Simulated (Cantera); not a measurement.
**Gas-phase reforming**

An isothermal, constant-pressure homogeneous reactor starts with CH4 : CO2 : H2 = 1 : 0.43 : 1.1 (molar parts), at 2123 K and 0.132 atm.

Detailed kinetics in Cantera: GRI-Mech 3.0 (53 species, 325 reactions). GRI-Mech 3.0 stops at C3 and has no aromatics, soot or wall deposition, so with more carbon than oxygen in the feed, carbon stays in small species such as C2H2 where larger ones or solid carbon would form.

```tsv
t (s)	x CH4	x CO2	x H2	x HO2	x CH2CO	x O
6.00e-6	0.393	0.170	0.435	1.82e-12	1.21e-11	6.08e-10
2.16e-5	0.386	0.169	0.437	5.65e-12	1.41e-9	2.51e-9
7.75e-5	0.344	0.163	0.454	9.15e-12	3.18e-7	2.43e-8
0.000278	0.162	0.117	0.572	1.83e-11	1.95e-5	8.63e-8
0.00100	0.0435	0.0450	0.621	2.60e-11	6.24e-5	1.77e-7
0.00360	0.00972	0.00469	0.627	2.04e-11	7.29e-5	3.19e-7
0.0129	0.00554	0.00256	0.663	6.33e-12	3.21e-5	2.18e-7
0.0464	0.00214	0.000481	0.696	<1e-12	4.45e-6	4.85e-8
0.167	0.000255	1.44e-6	0.704	<1e-12	6.10e-8	1.66e-10
0.600	0.000161	1.16e-8	0.704	<1e-12	3.15e-8	2.30e-12
2.15	0.000161	1.16e-8	0.704	<1e-12	3.15e-8	2.30e-12
7.74	0.000161	1.16e-8	0.704	<1e-12	3.15e-8	2.30e-12
27.8	0.000161	1.16e-8	0.704	<1e-12	3.15e-8	2.30e-12
100	0.000161	1.16e-8	0.704	<1e-12	3.15e-8	2.30e-12
```
x: mole fraction; the columns are a selection and need not sum to one.

Equilibrium at this temperature and pressure: CH4 0.000161, CO2 1.16e-8, H2 0.704, HO2 <1e-12, CH2CO 3.15e-8, O 2.31e-12 (gas phase only).
